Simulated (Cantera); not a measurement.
Equilibrium for carbon deposition, reforming and gasification: C6H6 + O2 + H2 + H2O

Input: 1 mol C6H6, 1.3 mol O2, 1.9 mol H2, a varied amount of H2O, at 1298.15 K and 100000 Pa.

Equilibrium computed with Cantera from the NASA thermochemical tables; the gas is ideal and each condensed phase is pure. Candidate condensed phases: C, C6H6, C7H8, C8H18, H2O; 110 gas species. Kinetics and transport are ignored.

```json
[
 {"n(H2O) (mol)": "0.2", "x H2": "0.641", "x CO": "0.353", "x H2O": "0.00210", "x CO2": "0.000659", "n C(graphite)": "3.20"},
 {"n(H2O) (mol)": "0.27", "x H2": "0.638", "x CO": "0.356", "x H2O": "0.00211", "x CO2": "0.000669", "n C(graphite)": "3.13"},
 {"n(H2O) (mol)": "0.36", "x H2": "0.635", "x CO": "0.359", "x H2O": "0.00212", "x CO2": "0.000681", "n C(graphite)": "3.04"},
 {"n(H2O) (mol)": "0.49", "x H2": "0.631", "x CO": "0.363", "x H2O": "0.00213", "x CO2": "0.000697", "n C(graphite)": "2.91"},
 {"n(H2O) (mol)": "0.67", "x H2": "0.625", "x CO": "0.369", "x H2O": "0.00214", "x CO2": "0.000718", "n C(graphite)": "2.73"},
 {"n(H2O) (mol)": "0.91", "x H2": "0.619", "x CO": "0.375", "x H2O": "0.00215", "x CO2": "0.000744", "n C(graphite)": "2.49"},
 {"n(H2O) (mol)": "1.2", "x H2": "0.612", "x CO": "0.382", "x H2O": "0.00217", "x CO2": "0.000773", "n C(graphite)": "2.20"},
 {"n(H2O) (mol)": "1.7", "x H2": "0.601", "x CO": "0.393", "x H2O": "0.00219", "x CO2": "0.000817", "n C(graphite)": "1.70"},
 {"n(H2O) (mol)": "2.3", "x H2": "0.591", "x CO": "0.403", "x H2O": "0.00221", "x CO2": "0.000860", "n C(graphite)": "1.10"},
 {"n(H2O) (mol)": "3.1", "x H2": "0.580", "x CO": "0.414", "x H2O": "0.00223", "x CO2": "0.000908", "n C(graphite)": "0.306"},
 {"n(H2O) (mol)": "4.2", "x H2": "0.564", "x CO": "0.383", "x H2O": "0.0383", "x CO2": "0.0148", "n C(graphite)": "0"},
 {"n(H2O) (mol)": "5.8", "x H2": "0.534", "x CO": "0.322", "x H2O": "0.107", "x CO2": "0.0368", "n C(graphite)": "0"}
]
```
x: gas mole fraction; n: condensed amount in mol.

From 0.2 mol H2O to 3.1 mol H2O the condensed part is C(graphite). From 4.2 mol H2O to 5.8 mol H2O nothing is condensed. The main C-bearing gas is CO throughout.
